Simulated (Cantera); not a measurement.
Gas mixture: 100 % N2O, at 0.420 bar, frozen composition.

Cantera's kinetic-theory transport with the Lennard-Jones parameters of GRI-Mech 3.0, ideal gas; thermal conductivity in the mixture-averaged form. The composition is frozen, though it would react at the higher temperatures.

One state of this run: ρ (kg/m³) = 0.247; cp (J/kg/K) = 1227; μ (µPa s) = 37.1; λ (mW/m/K) = 61.5; Pr = 0.740; D (cm²/s) N2 = 2.59; D (cm²/s) H2 = 10.2; D (cm²/s) H = 16.7. D: mixture-averaged diffusion coefficient of that species in the mixture.

Question: Which value of T (K) does it belong to?
(A) 900
(B) 1150
(C) 1650
(D) 650

Answer: A, 900
